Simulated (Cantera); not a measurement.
## Adiabatic ignition

An adiabatic, constant-pressure homogeneous reactor starts with C₃H₈ : O₂ : N₂ = 1 : 9.43 : 36.8 (molar parts), at 1123 K and 10.0 bar.

Model: GRI-Mech 3.0 (53 species, 325 reactions), integrated in Cantera. GRI-Mech 3.0 was tuned for natural gas; its chemistry of propane as a main component is partial and can be far from experiment.

```
t (s)     T (K)  x C₃H₈    x O₂    x H₂O₂   x HCN     x N₂O      x NO    x C₂H₆
--------  -----  ------  ------  --------  ------  --------  --------  --------
2.00e-6    1123  0.0212   0.200  1.30e-10  <1e-12    <1e-12    <1e-12    <1e-12
6.07e-6    1123  0.0212   0.200   1.40e-9  <1e-12    <1e-12    <1e-12  1.91e-11
1.84e-5    1123  0.0212   0.200   1.29e-8  <1e-12    <1e-12    <1e-12  5.74e-10
5.58e-5    1123  0.0212   0.200   1.03e-7  <1e-12    <1e-12    <1e-12   1.94e-8
0.000169   1123  0.0212   0.200   5.44e-7  <1e-12  4.00e-12    <1e-12   7.44e-7
0.000514   1123  0.0211   0.200   1.04e-6  <1e-12  1.90e-11    <1e-12   9.67e-6
0.00156    1123  0.0209   0.199   1.66e-6  <1e-12  7.81e-11    <1e-12   4.62e-5
0.00473    1127  0.0192   0.198   9.51e-6  <1e-12  5.50e-10    <1e-12  0.000272
0.0143     2225  <1e-12  0.0908   2.82e-7  <1e-12   1.44e-6  0.000998    <1e-12
0.0435     2219  <1e-12  0.0895   2.76e-7  <1e-12   1.42e-6   0.00377    <1e-12
0.132      2211  <1e-12  0.0877   2.68e-7  <1e-12   1.41e-6   0.00726    <1e-12
0.400      2209  <1e-12  0.0873   2.66e-7  <1e-12   1.41e-6   0.00817    <1e-12
```
x: mole fraction; the columns are a selection and need not sum to one.

The time of steepest temperature rise is 6.22 ms and the temperature at 0.400 s comes out as 2209 K. The equilibrium temperature comes out as 2209 K and the x(C₃H₈) at 0.400 s is <1e-12 (gas-phase equilibrium <1e-12). The x(O₂) at 0.400 s is 0.0873 (gas-phase equilibrium 0.0873) and the x(H₂O₂) at 0.400 s is 2.66e-7 (gas-phase equilibrium 2.66e-7).
